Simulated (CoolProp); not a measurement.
Values from CoolProp's reference Helmholtz-energy equation of state, Schroeder 2014.

For ethanol, give the phase and the viscosity (µPa s) at 230.25 °C and 0.101 MPa; 323.55 °C and 0.101 MPa.


- 230.25 °C and 0.101 MPa: gas; viscosity 14.9
- 323.55 °C and 0.101 MPa: gas; viscosity 17.5

Viscosity comes from a separate model (Kiselev 2005).
